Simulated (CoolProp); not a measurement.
Properties of hydrogen sulfide along the isobar 0.379 MPa.

Model: reference Helmholtz-energy equation of state, Lemmon 2006, in CoolProp. It is a short technical equation, of lower accuracy than the large ones.

| T (°C) | phase | density (kg/m³) | speed of sound (m/s) | viscosity (µPa s) | fugacity coefficient |
|---|---|---|---|---|---|
| 9.55 | gas | 5.693 | 296.1 | 11.3 | 0.9664 |
| 19.35 | gas | 5.481 | 301.7 | 11.7 | 0.9699 |
| 29.15 | gas | 5.286 | 307.2 | 12.2 | 0.9728 |
| 38.95 | gas | 5.106 | 312.4 | 12.6 | 0.9754 |
| 48.75 | gas | 4.938 | 317.6 | 13.0 | 0.9777 |
| 58.55 | gas | 4.782 | 322.6 | 13.4 | 0.9797 |
| 68.35 | gas | 4.636 | 327.5 | 13.9 | 0.9815 |
| 78.05 | gas | 4.501 | 332.3 | 14.3 | 0.9831 |
| 87.85 | gas | 4.372 | 337.0 | 14.7 | 0.9845 |
| 97.65 | gas | 4.251 | 341.6 | 15.1 | 0.9858 |
| 107.45 | gas | 4.137 | 346.1 | 15.5 | 0.9869 |

Viscosity comes from a separate model (Quiñones-Cisneros 2012).
